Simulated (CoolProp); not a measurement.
Vapour-liquid equilibrium of propane (1) + dimethyl ether (2) at -35.35 °C; x and y are mole fractions of (1).

The numbers come from the multi-fluid Helmholtz-energy mixture model, Lemmon 2009 and Wu 2011; pair parameters Bell 2016 in CoolProp.

| x | bubble pressure (bar) | y at the bubble point | dew pressure at overall composition x (bar) | liquid density (mol/L) |
|---|---|---|---|---|
| 0.05 | 0.7256 | 0.177 | 0.6504 | 16.06 |
| 0.125 | 0.8501 | 0.343 | 0.6930 | 15.75 |
| 0.2 | 0.9491 | 0.451 | 0.7408 | 15.46 |
| 0.275 | 1.029 | 0.527 | 0.7948 | 15.17 |
| 0.35 | 1.094 | 0.586 | 0.8557 | 14.90 |
| 0.425 | 1.148 | 0.635 | 0.9241 | 14.64 |
| 0.5 | 1.194 | 0.678 | 0.9999 | 14.38 |
| 0.575 | 1.233 | 0.719 | 1.081 | 14.14 |
| 0.65 | 1.267 | 0.758 | 1.164 | 13.92 |
| 0.725 | 1.296 | 0.799 | 1.239 | 13.70 |
| 0.8 | 1.320 | 0.844 | 1.296 | 13.49 |
| 0.875 | 1.339 | 0.894 | 1.333 | 13.30 |
| 0.95 | 1.350 | 0.953 | 1.350 | 13.11 |

No azeotrope shows between x = 0.05 and 0.95.

Pair parameters are fitted to limited data, so mixtures are less certain than the pure fluids.
